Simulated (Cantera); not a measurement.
Input: 1 mol Al2O3, 4.6 mol Cl2, 2.7 mol O2, at 5.00 mbar.

These are equilibrium values from Cantera (NASA tables, ideal gas, pure condensed phases), not measurements of a reactor. Candidate condensed phases: Al, AlCl3, Al2O3; 17 gas species. Equilibrium is a limit: real reactors are often held back by kinetics, nucleation or transport. All values below are at 1648 K.

Base state: Cl 0.648, O2 0.250, Cl2 0.100, AlCl3 0.000786, ClO 0.000474, O 0.000179 (mole fractions); condensed: Al2O3(s).

Question: What changes in the equilibrium state with this change: O2 from 2.7 to 1.6 mol?

Answer: 
```csv
species,before,after
Cl,0.648,0.711
O2,0.250,0.167
Cl2,0.100,0.120
AlCl3,0.000786,0.00140
O,0.000179,0.000146
ClO,0.000474,0.000425
"Al2O3(s), mol",0.996,0.993
```
